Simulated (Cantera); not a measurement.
**Hydrogen reduction and annealing atmospheres: Ta2O5 + H2**

Feed: 1 mol Ta2O5, a varied amount of H2, equilibrated at 2148.15 K and 65.0 Pa.

Method: chemical equilibrium by Gibbs-energy minimisation in Cantera with the NASA 1993 tables (ideal gas, pure condensed phases). Candidate condensed phases: H2O, Ta, Ta2O5; 12 gas species. Rates play no part.

From 97 mol H2 to 140 mol H2 the condensed part is Ta2O5(l). From 170 mol H2 to 500 mol H2 nothing is condensed. The main Ta-bearing gas is TaO2 throughout.

```
n(H2) (mol)   x H2    x H   x TaO2    x H2O     x TaO      x OH  n Ta2O5(l)
-----------  -----  -----  -------  -------  --------  --------  ----------
97           0.833  0.149   0.0102  0.00622  0.000862  0.000143       0.415
120          0.833  0.149   0.0102  0.00622  0.000862  0.000143       0.276
140          0.833  0.149   0.0102  0.00622  0.000862  0.000143       0.155
170          0.834  0.149  0.00990  0.00608  0.000859  0.000140           0
200          0.836  0.150  0.00833  0.00528  0.000834  0.000122           0
240          0.838  0.150  0.00684  0.00451  0.000804  0.000104           0
290          0.840  0.150  0.00557  0.00384  0.000770   8.83e-5           0
350          0.841  0.150  0.00452  0.00328  0.000734   7.53e-5           0
410          0.842  0.150  0.00379  0.00287  0.000703   6.60e-5           0
500          0.844  0.150  0.00302  0.00244  0.000661   5.60e-5           0
```
x: gas mole fraction; n: condensed amount in mol.
